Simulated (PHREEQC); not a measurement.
**Leach liquor: an equilibrium model**

Consider water at 20 °C with 0.0025 mol/kgw HCl and 0.24 mol/kgw MnSO4. Closed to the air; pH follows from the charge balance.

Equilibrium calculation in PHREEQC: ion-association model, phreeqc.dat.

Precipitation was switched off in this run.

Question: What pH does the model give?

Answer: pH 3.24.

Question: In which forms is S present?

Answer: SO4-2 51 %, MnSO4 48 %, HSO4- 0.7 % of the S.

Species that the database lacks are ignored.
